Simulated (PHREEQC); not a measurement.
Solution (25 °C): 0.0023 mol/kgw MgCl2 and 0.00029 mol/kgw NaF. Closed to the air; pH follows from the charge balance.

All values are PHREEQC results (ion-association model, wateq4f.dat), not measurements.

```
quantity                   before     after
------------------------  -------  --------
pH                           6.96      7.08
ionic strength (mol/kgw)  0.00713  0.000290
```

Task: Name the change that produced these shifts.
(A) 0.0003 mol/kgw Ag2SO4 added
(B) NaF left out
(C) NaF from 0.00029 to 0.000435 mol/kgw
(D) MgCl2 left out
(E) NaF replaced by Na2S at the same molality

Result: D, MgCl2 left out

This is a speciation only: nothing precipitates in the calculation.
